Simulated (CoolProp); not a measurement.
c-C4F8 (RC318) along the isotherm 500 K: fugacity coefficient from the reference equation and from simpler models built on Tc = 388.4 K, pc = 2.778 MPa, ω = 0.355; each cubic takes its own stable root.

The numbers come from the reference Helmholtz-energy equation of state, Platzer 1990 in CoolProp. This equation is an older, rougher fit; its heat capacities, sound speeds and derivatives of the liquid may be far off and weren't checked against measurements.

```json
[
 {"p (MPa)": "0.992", "phase": "gas", "reference": "0.9547"},
 {"p (MPa)": "1.98", "phase": "gas", "reference": "0.9113"},
 {"p (MPa)": "2.98", "phase": "supercritical", "reference": "0.8694"},
 {"p (MPa)": "3.97", "phase": "supercritical", "reference": "0.8301"},
 {"p (MPa)": "4.96", "phase": "supercritical", "reference": "0.7934"},
 {"p (MPa)": "5.95", "phase": "supercritical", "reference": "0.7596"},
 {"p (MPa)": "6.94", "phase": "supercritical", "reference": "0.7290"},
 {"p (MPa)": "7.94", "phase": "supercritical", "reference": "0.7016"},
 {"p (MPa)": "8.93", "phase": "supercritical", "reference": "0.6781"},
 {"p (MPa)": "9.92", "phase": "supercritical", "reference": "0.6579"},
 {"p (MPa)": "10.9", "phase": "supercritical", "reference": "0.6409"},
 {"p (MPa)": "11.9", "phase": "supercritical", "reference": "0.6264"},
 {"p (MPa)": "12.9", "phase": "supercritical", "reference": "0.6144"},
 {"p (MPa)": "13.9", "phase": "supercritical", "reference": "0.6046"}
]
```

Task: How far does each simpler model (van der Waals, Redlich-Kwong, Soave-Redlich-Kwong, Peng-Robinson) lie from the reference over these 14 states: mean and median of the absolute difference, and the worst?

Result: 
- van der Waals: mean 9.3 %, median 11.4 %, worst -13.1 % at 500 K and 10.9 MPa
- Redlich-Kwong: mean 7.2 %, median 8.2 %, worst -10.9 % at 500 K and 13.9 MPa
- Soave-Redlich-Kwong: mean 3.5 %, median 3.4 %, worst +7.0 % at 500 K and 13.9 MPa
- Peng-Robinson: mean 2.2 %, median 2.3 %, worst -2.6 % at 500 K and 5.95 MPa
